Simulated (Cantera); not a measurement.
Charge: 1 mol MgF₂, 0.11 mol H₂O, 0.17 mol N₂, 0.16 mol O₂, equilibrated at 1402 °C and 1000 Pa.

Equilibrium computed with Cantera from the NASA thermochemical tables; the gas is ideal and each condensed phase is pure. Candidate condensed phases: H₂O, Mg, MgF₂, MgO, Mg(OH)₂; 50 gas species. Mutual solubility and eutectic melting of coexisting phases are not modelled. Equilibrium is a limit: real reactors are often held back by kinetics, nucleation or transport.

What is the equilibrium state?


- x(HF): 0.359
- x(N₂): 0.284
- x(O₂): 0.267
- x(MgF₂): 0.0822
- x(H₂O): 0.00465
- x(NO): 0.00178
- x(OH): 0.000222
- x(O): 0.000177
- x(Mg₂F₄): 4.08e-5
- n(MgF₂(l)): 0.844 mol
- n(MgO(s)): 0.107 mol
- gas amount: 0.5963 mol
- log10 activity of Mg(l) (absent): -11.66
